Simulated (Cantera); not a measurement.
What does this Cantera script print?

```python
import numpy as np
import cantera as ct

gas_names = """
    AL ALBO2 ALCL ALCL2 ALCL3 ALO ALOCL ALO2 AL2 AL2CL6 AL2O AL2O2 B BCL BCL2 BCL3 BO BOCL BO2 B2 B2O
    B2O2 B2O3 B3O3CL3 CL CLO CL2 O O2 O3
""".split()
cond_names = """
    AL(cr) AL(L) ALCL3(s) ALCL3(L) AL2O3(a) AL2O3(L) B(b) B(L) B2O3(L)
""".split()


def load(file, names, dense=False):
    # The tables refer to 1 bar. Condensed volumes are neglected.
    table = {s.name: s for s in ct.Species.list_from_file(file)}
    out = []
    for n in names:
        d = dict(table[n].input_data)
        d["thermo"] = dict(d["thermo"], **{"reference-pressure": 1e5})
        if dense:
            d["equation-of-state"] = {"model": "constant-volume", "density": "1e6 g/cm^3"}
        out.append(ct.Species.from_dict(d))
    return out


gas = ct.Solution(thermo="ideal-gas", species=load("nasa_gas.yaml", gas_names))
cond = {s.name: ct.Solution(thermo="fixed-stoichiometry", species=[s], name=s.name)
        for s in load("nasa_condensed.yaml", cond_names, dense=True)}
atoms = {
    'Al2O3': {'AL': 2, 'O': 3},
    'BCl3': {'B': 1, 'CL': 3},
    'O2': {'O': 2},
}
top_T = {}  # K; cautious upper limits of use, not melting points


def equilibrate(T, P, feed):
    n = {}
    for name, mol in feed.items():
        for a, k in atoms[name].items():
            n[a] = n.get(a, 0.0) + k * mol
    gas.TPX = T, P, n
    mass = sum(n.values()) * gas.mean_molecular_weight
    gas.equilibrate("TP")
    valid = [c for c in cond.values() if c.min_temp <= T <= top_T.get(c.name, c.max_temp)]
    mix = ct.Mixture([(gas, mass / gas.mean_molecular_weight)] + [(c, 0.0) for c in valid])
    mix.T, mix.P = T, P
    mix.equilibrate("TP", solver="vcs", rtol=1e-11, max_steps=5000)
    return mix


results = []
T = 1225  # K
P = 16000  # Pa
for m in [0.78, 1.8, 2.8, 3.9, 4.9, 5.9, 6.9, 7.9, 9, 10, 11, 12]:
    feed = {'Al2O3': 1, 'BCl3': 3.3, 'O2': m}  # mol
    mix = equilibrate(T, P, feed)
    results.append((T, P, feed, dict(zip(mix.species_names, mix.species_moles))))

top = {s: max(r[3][s] / sum(r[3][g] for g in gas_names) for r in results) for s in gas_names}
cols = sorted((s for s in top if top[s] > 1e-06), key=lambda s: -top[s])[:9]
seen = [c for c in cond_names if any(r[3].get(c, 0) > 1e-12 for r in results)]
print("log10 of partial pressures in bar; condensed amounts in mol")
print(f"{'n(O2)':>10s}" + "".join(f"{s[:9]:>10s}" for s in cols + seen))
for T, P, feed, n in results:
    ng = sum(n[g] for g in gas_names)
    print(f"{feed['O2']:10.4g}" + "".join(f"{np.log10(max(n[s] / ng * P / 1e5, 1e-99)):10.3f}" for s in cols)
          + "".join(f"{n.get(c, 0):10.4g}" for c in seen))
```

Result:

```
log10 of partial pressures in bar; condensed amounts in mol
     n(O2)       CL2        O2     ALCL3      BCL3   B3O3CL3        CL    AL2CL6       CLO      BOCL  AL2O3(a)   B2O3(L)
      0.78    -1.192    -7.983    -1.100    -1.941    -2.487    -2.810    -4.290    -8.227    -4.908    0.0464     1.395
       1.8    -0.899    -6.769    -1.572    -2.413    -2.958    -2.664    -5.233    -7.474    -5.065    0.6203     1.548
       2.8    -0.830    -2.009    -5.038    -5.879    -6.424    -2.630   -12.165    -5.060    -6.221    0.9998      1.65
       3.9    -0.912    -1.450    -5.581    -6.422    -6.967    -2.671   -13.251    -4.821    -6.402    0.9999      1.65
       4.9    -0.976    -1.282    -5.802    -6.643    -7.188    -2.702   -13.693    -4.769    -6.475         1      1.65
       5.9    -1.031    -1.187    -5.956    -6.797    -7.343    -2.730   -14.002    -4.749    -6.527         1      1.65
       6.9    -1.080    -1.124    -6.076    -6.918    -7.463    -2.755   -14.242    -4.742    -6.567         1      1.65
       7.9    -1.124    -1.080    -6.176    -7.017    -7.563    -2.777   -14.442    -4.742    -6.600         1      1.65
         9    -1.168    -1.043    -6.269    -7.111    -7.656    -2.799   -14.628    -4.746    -6.631         1      1.65
        10    -1.205    -1.018    -6.343    -7.185    -7.730    -2.817   -14.776    -4.751    -6.656         1      1.65
        11    -1.238    -0.997    -6.409    -7.251    -7.796    -2.834   -14.908    -4.758    -6.678         1      1.65
        12    -1.270    -0.980    -6.469    -7.310    -7.856    -2.849   -15.028    -4.765    -6.698         1      1.65
```

Cantera equilibrium calculation (NASA polynomials, part measured and part estimated; ideal gas, pure solids and liquids). Mutual solubility and eutectic melting of coexisting phases are not modelled. The tables' values for BOCl are old estimates; treat these amounts as uncertain. Condensed phases not in the tables: borates and borosilicate glass, alloys, solid solutions and most ternary compounds.
